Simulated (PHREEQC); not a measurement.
A solution holds 39 mmol/kgw HF, at 25 °C. Closed to the air; pH follows from the charge balance.

Equilibrium calculation in PHREEQC: ion-association model, phreeqc.dat.

This is a speciation only: nothing precipitates in the calculation.

Task: Estimate the pH, ionic strength.

Result: pH 2.30; ionic strength 0.00537 mol/kgw.

Task: In which forms is F present?

Result: HF 85 %, F- 12 %, HF2- 3.1 % of the F.
